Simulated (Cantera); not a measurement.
Charge: 1 mol Pb, 0.016 mol H2S, 170 mol H2, at 1625 K and 7.50 Torr.

Method: chemical equilibrium by Gibbs-energy minimisation in Cantera with the NASA 1993 tables (ideal gas, pure condensed phases). Candidate condensed phases: Pb, PbS, S; 10 gas species. The numbers say what is thermodynamically allowed, not how fast it happens.

Base state: H2 0.993, Pb 0.00583, H 0.000703, H2S 6.52e-5, PbS 1.96e-5 (mole fractions); condensed: gas only.

Q: What changes in the equilibrium state with this change: H2S from 0.016 to 4.1 mol?

A: 
```tsv
species	before	after
H2	0.993	0.976
H2S	6.52e-5	0.0122
S2	9.97e-8	0.00363
Pb	0.00583	0.00346
S	4.91e-7	9.36e-5
SH	8.06e-6	0.00152
PbS	1.96e-5	0.00222
H	0.000703	0.000697
```
